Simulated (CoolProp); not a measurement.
Vapour pressure (bar) of n-perfluorohexane: the reference equation beside estimates from Tc = 448.0 K, pc = 17.42 bar, ω = 0.497. Clausius-Clapeyron is anchored at 326.8 K with a constant enthalpy of vaporisation of 28.89 kJ/mol.

Values from CoolProp's reference Helmholtz-energy equation of state, Gao 2022.

| T (K) | reference | Lee-Kesler | Clausius-Clapeyron | Redlich-Kwong | Soave-Redlich-Kwong | Peng-Robinson |
|---|---|---|---|---|---|---|
| 296.3 | 0.2711 | 0.2703 | 0.3010 | 0.9255 | 0.2703 | 0.2761 |
| 303.9 | 0.3760 | 0.3753 | 0.4036 | 1.161 | 0.3752 | 0.3810 |
| 311.5 | 0.5113 | 0.5110 | 0.5335 | 1.439 | 0.5107 | 0.5159 |
| 319.2 | 0.6851 | 0.6855 | 0.6982 | 1.765 | 0.6854 | 0.6893 |
| 326.8 | 0.8994 | 0.9009 | 0.8994 | 2.136 | 0.9015 | 0.9030 |
| 334.4 | 1.163 | 1.166 | 1.145 | 2.560 | 1.168 | 1.166 |
| 342 | 1.482 | 1.488 | 1.443 | 3.040 | 1.493 | 1.486 |
| 349.6 | 1.866 | 1.874 | 1.799 | 3.579 | 1.884 | 1.871 |

Absolute difference from the reference over all 8 rows, mean and median: Lee-Kesler 0.2 and 0.2 %, Clausius-Clapeyron 4.0 and 3.1 %, Redlich-Kwong 155.5 and 147.6 %, Soave-Redlich-Kwong 0.4 and 0.3 %, Peng-Robinson 0.7 and 0.5 %.
